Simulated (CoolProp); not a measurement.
Model: reference Helmholtz-energy equation of state, Thol 2016, in CoolProp.

Problem. For hexamethyldisiloxane (MM), give the phase and the density (kg/m³), cv (kJ/(kg K)), Joule-Thomson coefficient (K/MPa) at 620 K and 3380 kPa; 620 K and 4350 kPa.

Solution. 
- 620 K and 3380 kPa: supercritical; density 155, cv 2.27, Joule-Thomson coefficient 6.44
- 620 K and 4350 kPa: supercritical; density 219, cv 2.28, Joule-Thomson coefficient 5.68
